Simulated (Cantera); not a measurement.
A closed system holds: 1 mol NiS, 37 mol H2, 66 mol N2, held at 1723 K and 330 Pa.

Equilibrium computed with Cantera from the NASA thermochemical tables; the gas is ideal and each condensed phase is pure. Candidate condensed phases: Ni, NiS, NiS2, Ni3S2, Ni3S4, S; 17 gas species. The numbers say what is thermodynamically allowed, not how fast it happens.

Base state: N2 0.637, H2 0.354, S2 0.00315, H 0.00189, H2S 0.00162, Ni 0.00121, SH 0.00117, S 0.000379 (mole fractions); condensed: Ni(s).

What changes in the equilibrium state with this change: temperature from 1723 K to 1525 K?


| species | before | after |
|---|---|---|
| N2 | 0.637 | 0.639 |
| H2 | 0.354 | 0.354 |
| H2S | 0.00162 | 0.00347 |
| H | 0.00189 | 0.000245 |
| Ni | 0.00121 | 2.71e-5 |
| NiS | 0.000191 | 1.43e-5 |
| S | 0.000379 | 4.98e-5 |
| Ni(s), mol | 0.855 | 0.996 |

What changes in the equilibrium state with this change: H2 from 37 to 1.3 mol?


```json
[
 {"species": "N2", "before": "0.637", "after": "0.972"},
 {"species": "H2", "before": "0.354", "after": "0.0186"},
 {"species": "S2", "before": "0.00315", "after": "0.00669"},
 {"species": "Ni", "before": "0.00121", "after": "0.00121"},
 {"species": "H2S", "before": "0.00162", "after": "0.000124"},
 {"species": "H", "before": "0.00189", "after": "0.000433"},
 {"species": "Ni(s), mol", "before": "0.855", "after": "0.899"}
]
```
